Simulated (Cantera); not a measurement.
Input (Python, Cantera):

```python
import numpy as np
import cantera as ct

gas = ct.Solution("gri30.yaml")


def delay(T, t_max=10):
    gas.TPX = T, 500000, {'CH4': 1, 'H2': 0.77, 'O2': 2.59, 'N2': 9.75}
    reactor = ct.IdealGasConstPressureReactor(gas, clone=False)
    net = ct.ReactorNet([reactor])
    net.rtol, net.atol = 1e-8, 1e-16
    while net.time < t_max:
        t_old, T_old = net.time, reactor.T
        net.step()
        if reactor.T > T + 400:  # ignition: a rise of 400 K
            return t_old + (T + 400 - T_old) / (reactor.T - T_old) * (net.time - t_old)
    return np.nan


taus = []
for T in [873, 923, 973, 1023, 1073, 1123, 1173, 1223]:
    taus.append(delay(T))
    print(f"T0 = {T:6g} K   tau = {taus[-1]:.4e} s")
```

Result:

```
T0 =    873 K   tau = 6.1026e-01 s
T0 =    923 K   tau = 1.3359e-01 s
T0 =    973 K   tau = 3.1768e-02 s
T0 =   1023 K   tau = 7.9001e-03 s
T0 =   1073 K   tau = 2.2959e-03 s
T0 =   1123 K   tau = 9.1768e-04 s
T0 =   1173 K   tau = 4.8550e-04 s
T0 =   1223 K   tau = 2.9917e-04 s
```

Model: GRI-Mech 3.0 (53 species, 325 reactions), integrated in Cantera. Below about 1000 K GRI-Mech 3.0 lacks low-temperature oxidation paths. Below about 950 K walls govern HO2 and H2O2 in real vessels.
